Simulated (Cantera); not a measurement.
Charge: 1 mol NiS, 6.8 mol H2, held at 0.000280 bar.

Equilibrium computed with Cantera from the NASA thermochemical tables; the gas is ideal and each condensed phase is pure. Candidate condensed phases: Ni, NiS, NiS2, Ni3S2, Ni3S4, S; 9 gas species. Gases not in the tables: S3 to S7. Equilibrium is a limit: real reactors are often held back by kinetics, nucleation or transport.

**Question.** At 902 °C, list the 4 most abundant gas species with their mole fractions, and the condensed phases.

**Answer.** H2 0.958, H2S 0.0352, S2 0.00661, SH 0.000248. Condensed: Ni3S2(l).
